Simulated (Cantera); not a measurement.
A Cantera script and what it prints.

```python
import numpy as np
import cantera as ct

gas_names = """
    Electron CL CL+ CL- CLO CL2 H H+ H- HCL HOCL HO2 H2 H2+ H2- H2O H2O+ H2O2 H3O+ O O+ O- OH OH+ OH- O2
    O2+ O2- O3
""".split()
cond_names = """
    H2O(s) H2O(L)
""".split()


# ... load() reads the species with a 1 bar reference pressure and builds the phases ...
atoms = {
    'HCl': {'H': 1, 'CL': 1},
    'H2': {'H': 2},
    'O2': {'O': 2},
}
top_T = {}  # K; cautious upper limits of use, not melting points


# ... equilibrate(T, P, feed) seeds the gas with the atoms and calls Mixture.equilibrate('TP', solver="vcs", rtol=1e-11, max_steps=5000) ...
results = []
feed = {'HCl': 1, 'H2': 0.17, 'O2': 0.17}  # mol
P = 100000  # Pa
for T in [2000, 2250, 2500, 2750, 3000, 3250, 3500, 3750, 4000, 4250, 4500, 4750, 5000]:
    mix = equilibrate(T, P, feed)
    results.append((T, P, feed, dict(zip(mix.species_names, mix.species_moles))))

top = {s: max(r[3][s] / sum(r[3][g] for g in gas_names) for r in results) for s in gas_names}
cols = sorted((s for s in top if top[s] > 0.0001), key=lambda s: -top[s])[:9]
seen = [c for c in cond_names if any(r[3].get(c, 0) > 1e-12 for r in results)]
print("log10 of partial pressures in bar; condensed amounts in mol")
print(f"{'T/K':>10s}" + "".join(f"{s[:9]:>10s}" for s in cols + seen))
for T, P, feed, n in results:
    ng = sum(n[g] for g in gas_names)
    print(f"{T:10.4g}" + "".join(f"{np.log10(max(n[s] / ng * P / 1e5, 1e-99)):10.3f}" for s in cols)
          + "".join(f"{n.get(c, 0):10.4g}" for c in seen))
```

It prints:

```
log10 of partial pressures in bar; condensed amounts in mol
       T/K       HCL         H        CL       H2O         O        H2        OH        O2       CL2
      2000    -0.145    -4.617    -1.233    -0.774    -3.831    -3.657    -2.735    -1.314    -2.203
      2250    -0.172    -3.556    -1.015    -0.746    -3.137    -2.853    -2.272    -1.407    -2.505
      2500    -0.206    -2.693    -0.863    -0.729    -2.607    -2.187    -1.919    -1.537    -2.794
      2750    -0.253    -1.997    -0.746    -0.748    -2.183    -1.664    -1.652    -1.662    -3.047
      3000    -0.329    -1.456    -0.643    -0.826    -1.812    -1.310    -1.452    -1.731    -3.247
      3250    -0.447    -1.051    -0.557    -0.989    -1.488    -1.114    -1.328    -1.772    -3.419
      3500    -0.618    -0.757    -0.497    -1.263    -1.236    -1.056    -1.301    -1.858    -3.594
      3750    -0.840    -0.559    -0.462    -1.666    -1.069    -1.119    -1.386    -2.035    -3.780
      4000    -1.101    -0.438    -0.444    -2.179    -0.977    -1.282    -1.570    -2.299    -3.968
      4250    -1.380    -0.372    -0.436    -2.752    -0.933    -1.506    -1.810    -2.608    -4.148
      4500    -1.657    -0.339    -0.432    -3.330    -0.914    -1.755    -2.069    -2.921    -4.315
      4750    -1.920    -0.322    -0.430    -3.883    -0.906    -2.004    -2.322    -3.219    -4.467
      5000    -2.164    -0.313    -0.429    -4.397    -0.902    -2.242    -2.561    -3.494    -4.605
```

These are equilibrium values from Cantera (NASA tables, ideal gas, pure condensed phases), not measurements of a reactor.
